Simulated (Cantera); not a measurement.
Cantera run:

```python
import numpy as np
import cantera as ct

gas_names = """
    H HO2 H2 H2O H2O2 O OH O2 O3 Pb PbO Pb2
""".split()
cond_names = """
    H2O(s) H2O(L) Pb(cr) Pb(L) PbO(rd) PbO(yw) PbO(L) PbO2(s) Pb3O4(s)
""".split()


# ... load() reads the species with a 1 bar reference pressure and builds the phases ...
atoms = {
    'PbO': {'Pb': 1, 'O': 1},
    'H2': {'H': 2},
}
top_T = {'Pb3O4(s)': 820}  # K; cautious upper limits of use, not melting points


# ... equilibrate(T, P, feed) seeds the gas with the atoms and calls Mixture.equilibrate('TP', solver="vcs", rtol=1e-11, max_steps=5000) ...
results = []
P = 1000  # Pa
for T in [600, 675, 750, 825, 900, 975, 1050, 1125, 1200, 1275, 1350, 1425]:
    for m in [0.15, 0.23, 0.33, 0.49, 0.73, 1.1, 1.6, 2.3]:
        feed = {'PbO': 1, 'H2': m}  # mol
        mix = equilibrate(T, P, feed)
        results.append((T, P, feed, dict(zip(mix.species_names, mix.species_moles))))

for T, P, feed, n in results:
    print(f"{T:7g} {feed['H2']:10.4g}  " + (" + ".join(c for c in cond_names if n.get(c, 0) > 1e-12) or "gas only"))
```

Output:

```
    600       0.15  Pb(cr) + PbO(rd)
    600       0.23  Pb(cr) + PbO(rd)
    600       0.33  Pb(cr) + PbO(rd)
    600       0.49  Pb(cr) + PbO(rd)
    600       0.73  Pb(cr) + PbO(rd)
    600        1.1  Pb(cr)
    600        1.6  Pb(cr)
    600        2.3  Pb(cr)
    675       0.15  Pb(L) + PbO(rd)
    675       0.23  Pb(L) + PbO(rd)
    675       0.33  Pb(L) + PbO(rd)
    675       0.49  Pb(L) + PbO(rd)
    675       0.73  Pb(L) + PbO(rd)
    675        1.1  Pb(L)
    675        1.6  Pb(L)
    675        2.3  Pb(L)
    750       0.15  Pb(L) + PbO(rd)
    750       0.23  Pb(L) + PbO(rd)
    750       0.33  Pb(L) + PbO(rd)
    750       0.49  Pb(L) + PbO(rd)
    750       0.73  Pb(L) + PbO(rd)
    750        1.1  Pb(L)
    750        1.6  Pb(L)
    750        2.3  Pb(L)
    825       0.15  Pb(L) + PbO(yw)
    825       0.23  Pb(L) + PbO(yw)
    825       0.33  Pb(L) + PbO(yw)
    825       0.49  Pb(L) + PbO(yw)
    825       0.73  Pb(L) + PbO(yw)
    825        1.1  Pb(L)
    825        1.6  Pb(L)
    825        2.3  Pb(L)
    900       0.15  Pb(L) + PbO(yw)
    900       0.23  Pb(L) + PbO(yw)
    900       0.33  Pb(L) + PbO(yw)
    900       0.49  Pb(L) + PbO(yw)
    900       0.73  Pb(L) + PbO(yw)
    900        1.1  Pb(L)
    900        1.6  Pb(L)
    900        2.3  Pb(L)
    975       0.15  Pb(L) + PbO(yw)
    975       0.23  Pb(L) + PbO(yw)
    975       0.33  Pb(L) + PbO(yw)
    975       0.49  Pb(L) + PbO(yw)
    975       0.73  Pb(L) + PbO(yw)
    975        1.1  Pb(L)
    975        1.6  Pb(L)
    975        2.3  Pb(L)
   1050       0.15  Pb(L) + PbO(yw)
   1050       0.23  Pb(L) + PbO(yw)
   1050       0.33  Pb(L) + PbO(yw)
   1050       0.49  Pb(L) + PbO(yw)
   1050       0.73  Pb(L) + PbO(yw)
   1050        1.1  Pb(L)
   1050        1.6  Pb(L)
   1050        2.3  Pb(L)
   1125       0.15  Pb(L) + PbO(yw)
   1125       0.23  Pb(L) + PbO(yw)
   1125       0.33  Pb(L) + PbO(yw)
   1125       0.49  Pb(L) + PbO(yw)
   1125       0.73  Pb(L) + PbO(yw)
   1125        1.1  Pb(L)
   1125        1.6  Pb(L)
   1125        2.3  Pb(L)
   1200       0.15  Pb(L) + PbO(L)
   1200       0.23  Pb(L) + PbO(L)
   1200       0.33  Pb(L) + PbO(L)
   1200       0.49  Pb(L) + PbO(L)
   1200       0.73  Pb(L) + PbO(L)
   1200        1.1  Pb(L)
   1200        1.6  Pb(L)
   1200        2.3  Pb(L)
   1275       0.15  Pb(L) + PbO(L)
   1275       0.23  Pb(L) + PbO(L)
   1275       0.33  Pb(L) + PbO(L)
   1275       0.49  Pb(L) + PbO(L)
   1275       0.73  Pb(L) + PbO(L)
   1275        1.1  Pb(L)
   1275        1.6  Pb(L)
   1275        2.3  Pb(L)
   1350       0.15  PbO(L)
   1350       0.23  PbO(L)
   1350       0.33  PbO(L)
   1350       0.49  PbO(L)
   1350       0.73  PbO(L)
   1350        1.1  gas only
   1350        1.6  gas only
   1350        2.3  gas only
   1425       0.15  PbO(L)
   1425       0.23  PbO(L)
   1425       0.33  PbO(L)
   1425       0.49  PbO(L)
   1425       0.73  gas only
   1425        1.1  gas only
   1425        1.6  gas only
   1425        2.3  gas only
```

Method: chemical equilibrium by Gibbs-energy minimisation in Cantera with the NASA 1993 tables (ideal gas, pure condensed phases). Each liquid is taken as pure. Mutual solubility and eutectic melting of coexisting phases are not modelled.
